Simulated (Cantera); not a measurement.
An isothermal, constant-pressure homogeneous reactor starts with H2 : O2 = 0.05 : 1 (molar parts), equivalence ratio 0.025, at 1423 K and 0.00130 bar. Integrator tolerance rtol = 1e-08.

Detailed kinetics in Cantera: GRI-Mech 3.0 (53 species, 325 reactions). Radical loss at walls, strong at low pressure, is not modelled. The temperature is held fixed by assumption; the heat of reaction is taken as removed at once.

```tsv
quantity	before	after
x(H2) at 8.00 s	0.000394 (gas-phase equilibrium 8.91e-7)	0.000740 (gas-phase equilibrium 1.82e-6)
x(O2) at 8.00 s	0.932 (gas-phase equilibrium 0.951)	0.885 (gas-phase equilibrium 0.903)
x(HO2) at 8.00 s	1.30e-7 (gas-phase equilibrium 4.47e-8)	2.07e-7 (gas-phase equilibrium 6.07e-8)
x(H2O) at 8.00 s	0.0448 (gas-phase equilibrium 0.0487)	0.0913 (gas-phase equilibrium 0.0969)
x(H) at 8.00 s	0.00175 (gas-phase equilibrium 1.75e-7)	0.00215 (gas-phase equilibrium 2.50e-7)
```

**Question.** What was changed between the two runs?
A) pressure from 0.00130 bar to 0.00990 bar
B) pressure from 0.00130 bar to 0.0360 bar
C) O2 1 to 0.49 parts
D) pressure from 0.00130 bar to 0.0133 bar

**Answer.** C, O2 1 to 0.49 parts
